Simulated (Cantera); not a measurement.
Input (Python, Cantera) and output of one run.

```python
import numpy as np
import cantera as ct

gas_names = [...]  # 109 gases of nasa_gas.yaml made of C, Cl, H, Si
cond_names = """
    C(gr) C6H6(L) C7H8(L) C8H18(L),n-octa Si(cr) Si(L) SiC(b)
""".split()


# ... load() reads the species with a 1 bar reference pressure and builds the phases ...
atoms = {
    '(CH3)2SiCl2': {'C': 2, 'H': 6, 'Si': 1, 'CL': 2},
    'H2': {'H': 2},
}
top_T = {'C(gr)': 4500, 'SiC(b)': 3050}  # K; cautious upper limits of use, not melting points


# ... equilibrate(T, P, feed) seeds the gas with the atoms and calls Mixture.equilibrate('TP', solver="vcs", rtol=1e-11, max_steps=5000) ...
results = []
feed = {'(CH3)2SiCl2': 1, 'H2': 77}  # mol
T = 1250  # K
P = 13000  # Pa
mix = equilibrate(T, P, feed)
results.append((T, P, feed, dict(zip(mix.species_names, mix.species_moles))))
x = sorted(zip(gas.X, gas.species_names), reverse=True)
print(f"T = {T:g} K  P = {P:g} Pa  gas = {mix.phase_moles(0):.4g} mol")
print("   x: " + "  ".join(f"{s} {v:.3e}" for v, s in x if v > 1e-05))
print("   condensed (mol): " + ("  ".join(f"{mix.phase(i).name} {mix.phase_moles(i):.4g}"
      for i in range(1, mix.n_phases) if mix.phase_moles(i) > 1e-12) or "none"))
```

Output:

```
T = 1250 K  P = 13000 Pa  gas = 80.89 mol
   x: H2 9.739e-01  HCL 2.471e-02  CH4 1.356e-03
   condensed (mol): C(gr) 0.8907  SiC(b) 0.9995
```

Method: chemical equilibrium by Gibbs-energy minimisation in Cantera with the NASA 1993 tables (ideal gas, pure condensed phases). The feed counts by its element totals alone.
